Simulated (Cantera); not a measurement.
Feed: 1 mol Si₃N₄, 0.0019 mol O₂, 53 mol H₂, 0.22 mol N₂O, equilibrated at 900 Torr.

Cantera equilibrium calculation (NASA polynomials, part measured and part estimated; ideal gas, pure solids and liquids). Candidate condensed phases: H₂O, Si, SiO₂, Si₂N₂O, Si₃N₄; 35 gas species. Mutual solubility and eutectic melting of coexisting phases are not modelled. Kinetics and transport are ignored. All values below are at 1100 K.

Base state: H₂ 0.994, N₂ 0.00551, NH₃ 2.81e-5 (mole fractions); condensed: Si₂N₂O(s) + Si₃N₄(s).

Q: What changes in the equilibrium state with this change: Si₃N₄ replaced by Si?

A: 
| species | before | after |
|---|---|---|
| H₂ | 0.994 | 1.000 |
| NH₃ | 2.81e-5 | <1e-9 |
| N₂ | 0.00551 | <1e-9 |
| Si₂N₂O(s), mol | 0.224 | 0.220 |
| Si₃N₄(s), mol | 0.851 | 0 |
| Si(s), mol | 0 | 0.558 |
| SiO₂(β-quartz), mol | 0 | 0.00190 |
